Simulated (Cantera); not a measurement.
MgF₂ + HF + H₂ (halide evaporation, hydrolysis and transport)

Charge: 1 mol MgF₂, 0.62 mol HF, a varied amount of H₂, equilibrated at 1602 °C and 100 Torr.

These are equilibrium values from Cantera (NASA tables, ideal gas, pure condensed phases), not measurements of a reactor. Candidate condensed phases: Mg, MgF₂; 17 gas species. The tables' values for MgH are old estimates; treat these amounts as uncertain. Rates play no part.

From 1.8 mol H₂ to 8.8 mol H₂ the condensed part is MgF₂(l). From 11 mol H₂ to 16 mol H₂ nothing is condensed. The main Mg-bearing gas is MgF₂ throughout.

```tsv
n(H₂) (mol)	x H₂	x HF	x MgF₂	x Mg	x MgF	x H	x MgH	x Mg₂F₄	n MgF₂(l)
1.8	0.689	0.243	0.0624	0.00125	0.00220	0.00149	5.40e-6	4.95e-5	0.829
2.2	0.721	0.210	0.0624	0.00174	0.00261	0.00152	7.73e-6	4.95e-5	0.797
2.7	0.749	0.181	0.0624	0.00244	0.00309	0.00155	1.10e-5	4.95e-5	0.756
3.3	0.772	0.157	0.0624	0.00337	0.00362	0.00158	1.55e-5	4.95e-5	0.705
4	0.790	0.137	0.0624	0.00451	0.00419	0.00160	2.09e-5	4.95e-5	0.643
4.9	0.805	0.120	0.0624	0.00599	0.00483	0.00161	2.81e-5	4.95e-5	0.559
5.9	0.815	0.107	0.0624	0.00755	0.00543	0.00162	3.56e-5	4.95e-5	0.461
7.2	0.824	0.0969	0.0624	0.00937	0.00605	0.00163	4.44e-5	4.95e-5	0.329
8.8	0.829	0.0888	0.0624	0.0113	0.00663	0.00163	5.35e-5	4.95e-5	0.162
11	0.840	0.0808	0.0581	0.0128	0.00682	0.00165	6.13e-5	4.29e-5	0
13	0.857	0.0739	0.0480	0.0129	0.00622	0.00166	6.25e-5	2.92e-5	0
16	0.877	0.0660	0.0374	0.0129	0.00548	0.00168	6.30e-5	1.77e-5	0
```
x: gas mole fraction; n: condensed amount in mol.
